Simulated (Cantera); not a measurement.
Feed: 1 mol Si(CH3)4, 2000 mol H2, at 1575 K and 8.25 Torr.

Equilibrium computed with Cantera from the NASA thermochemical tables; the gas is ideal and each condensed phase is pure. Candidate condensed phases: C, C6H6, C7H8, C8H18, Si, SiC; 87 gas species. The numbers say what is thermodynamically allowed, not how fast it happens.

Base state: H2 1.000, H 0.000396, C2H2 (acetylene) 2.11e-5, CH4 2.00e-5 (mole fractions); condensed: C(graphite) + SiC(s).

What changes in the equilibrium state with this change: temperature from 1575 K to 2298.15 K?


```tsv
species	before	after
H2	1.000	0.911
H	0.000396	0.0872
C2H2 (acetylene)	2.11e-5	0.000931
Si	5.03e-8	0.000442
SiC2	<1e-9	1.45e-5
SiH	1.26e-8	1.63e-5
C(graphite), mol	2.88	0
SiC(s), mol	1.000	0
```
